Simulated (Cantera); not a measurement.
A closed system holds: 1 mol LiOH, a varied amount of O2, at 10.0 Torr.

Equilibrium computed with Cantera from the NASA thermochemical tables; the gas is ideal and each condensed phase is pure. Candidate condensed phases: H2O, Li, LiH, LiOH, Li2O; 17 gas species. Kinetics and transport are ignored.

Stable condensed phases, one row left out:

```
T in °C \ n(O2) in mol
          0.02 0.035 0.063  0.11   0.2  0.36  0.64   1.1     2   3.6   6.4    11
   2000      A     A     A     A     A     A     A     A     A     A     A     A
   1850      A     A     A     A     A     A     A     A     A     A     A     A
   1700      A     A     A     A     A     A     A     A     A     A     A     A
   1550      B     B     B     B     B     A     A     A     A     A     A     A
   1400      B     B     B     B     B     B     B     B     B     B     B     A
   1100      B     B     B     B     B     B     B     B     B     B     B     B
    950      B     B     B     B     B     B     B     B     B     B     B     B
    800      B     B     B     B     B     B     B     B     B     B     B     B
```

A: gas only; B: Li2O.

Question: Give the row for 1250 °C.

Answer: 0.02: Li2O; 0.035: Li2O; 0.063: Li2O; 0.11: Li2O; 0.2: Li2O; 0.36: Li2O; 0.64: Li2O; 1.1: Li2O; 2: Li2O; 3.6: Li2O; 6.4: Li2O; 11: Li2O.
